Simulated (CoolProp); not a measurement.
Normal hydrogen at 293.15 K and 1.44 MPa is compressed adiabatically to 7.16 MPa with isentropic efficiency 0.7. Each further row changes one setting.

The numbers come from the reference Helmholtz-energy equation of state, Leachman 2009 in CoolProp.

| case | work (kJ/kg) | final temperature (K) | final density (kg/m³) |
|---|---|---|---|
| as stated | 3580 | 537.3 | 3.15 |
| efficiency 1 | 2510 | 463.6 | 3.63 |
| efficiency 0.65 | 3860 | 556.2 | 3.04 |
